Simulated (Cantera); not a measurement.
Tantalum, niobium, vanadium and zirconium in process gases: V + NH3 + H2

A closed system holds: 1 mol V, 0.19 mol NH3, 11 mol H2, at 7.50 Torr.

Cantera equilibrium calculation (NASA polynomials, part measured and part estimated; ideal gas, pure solids and liquids). Candidate condensed phases: V, VN; 11 gas species. Mutual solubility and eutectic melting of coexisting phases are not modelled. VN: taken at fixed stoichiometry. Condensed phases not in the tables: V2N, N, O or C dissolved in the metal. Kinetics and transport are ignored.

```
T (K)   x H2      x H       x V     x N2       x N  n V(s)  n VN(s)  n V(l)
-----  -----  -------  --------  -------  --------  ------  -------  ------
1725   0.994  0.00185   1.81e-6  0.00366  5.50e-12   0.893    0.107       0
1875   0.985  0.00651   3.05e-5  0.00832  1.20e-10   1.000        0       0
2025   0.972   0.0190  0.000335  0.00827   1.17e-9   0.996        0       0
2175   0.942   0.0474   0.00261  0.00813   8.31e-9   0.969        0       0
2325   0.875    0.103    0.0144  0.00780   4.52e-8       0        0   0.825
2475   0.737    0.193    0.0632  0.00701   1.94e-7       0        0   0.144
2625   0.598    0.328    0.0675  0.00641   7.05e-7       0        0       0
2775   0.438    0.496    0.0608  0.00577   2.21e-6       0        0       0
```
x: gas mole fraction; n: condensed amount in mol.

At 1725 K the condensed part is V(s) + VN(s). From 1875 K to 2175 K the condensed part is V(s). From 2325 K to 2475 K the condensed part is V(l). From 2625 K to 2775 K nothing is condensed. The main V-bearing gas is V throughout.
